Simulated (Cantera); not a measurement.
A perfectly stirred reactor is fed with 90.9 % NH3, 9.09 % H2, at 760 Torr; it is held at 2098 K, and followed from long to short residence time.

Cantera simulation using the gas-phase N/H chemistry of the illustrative SiF4/NH3 mechanism in the Surface Chemkin manual (1991); the numbers are that mechanism's predictions, not measurements. Walls and surfaces, which speed up NH3 decomposition in real reactors, are not modelled.

One state of this run: x NH3 = 0.802; x H2 = 0.169; x N2H4 = 6.64e-7; x H = 0.000124; x NH2 = 0.00174; x N2 = 0.0273. x: mole fraction; the columns are a selection and need not sum to one.

Q: Which value of τ (s) does it belong to?
A) 0.058
B) 0.0021
C) 0.0012
D) 0.0037

A: C, 0.0012
